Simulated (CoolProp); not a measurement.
Properties of normal hydrogen at several states (Tc = -240.0 °C, pc = 1296 kPa, ω = -0.219).

Model: reference Helmholtz-energy equation of state, Leachman 2009, in CoolProp.

| T (°C) | p (kPa) | phase | expansivity (1/kK) | conductivity (mW/(m K)) |
|---|---|---|---|---|
| 507.45 | 371 | gas | 1.280 | [?] |
| 86.05 | 724 | gas | 2.776 | [?] |
| 330.45 | 64.2 | gas | 1.656 | [?] |
| 547.45 | 3700 | supercritical | 1.207 | [?] |

**Question.** What belongs in the gaps?

**Answer.** 
- 507.45, conductivity (mW/(m K)): 377
- 86.05, conductivity (mW/(m K)): 214
- 330.45, conductivity (mW/(m K)): 310
- 547.45, conductivity (mW/(m K)): 394

Thermal conductivity comes from a separate model (Assael 2011).
